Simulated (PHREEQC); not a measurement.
Consider water at 20 °C with 2 mol NaCl, 0.34 mol SrCl2 and 1.3 mol MgCl2 per kg of water. Closed to the air; pH follows from the charge balance.

The numbers come from PHREEQC with the Pitzer model, pitzer.dat.

**Question.** The ionic strength comes out as 6.92 mol/kgw. What activity coefficients do Mg+2, Sr+2, Cl-, Na+ get?

**Answer.** Mg+2 6.7, Sr+2 2.8, Cl- 0.63, Na+ 2.1. Single-ion values are on the MacInnes scale.

Precipitation was switched off in this run.
